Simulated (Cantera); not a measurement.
**B + NH3 + N2 (boron, boron nitride and boron oxide)**

A closed system holds: 1 mol B, 0.13 mol NH3, a varied amount of N2, held at 1025 °C and 0.00460 bar.

Cantera equilibrium calculation (NASA polynomials, part measured and part estimated; ideal gas, pure solids and liquids). Candidate condensed phases: B, BN; 15 gas species. Mutual solubility and eutectic melting of coexisting phases are not modelled. Kinetics and transport are ignored.

From 0.16 mol N2 to 0.43 mol N2 the condensed part is B(s) + BN(s). From 0.55 mol N2 to 0.91 mol N2 the condensed part is BN(s).

```csv
n(N2) (mol),log p H2,log p N2,log p H,log p BH2,n B(s),n BN(s)
0.16,-2.34,-10.97,-7.14,-8.39,0.550,0.450
0.21,-2.34,-10.97,-7.14,-8.39,0.450,0.550
0.26,-2.34,-10.97,-7.14,-8.39,0.350,0.650
0.34,-2.34,-10.97,-7.14,-8.39,0.190,0.810
0.43,-2.34,-10.97,-7.14,-8.39,0.01000,0.990
0.55,-2.54,-2.77,-7.24,-12.70,0,1.00
0.71,-2.72,-2.57,-7.33,-12.98,0,1.00
0.91,-2.87,-2.49,-7.41,-13.17,0,1.00
```
log p: log10 of the partial pressure in bar; n: condensed amount in mol.
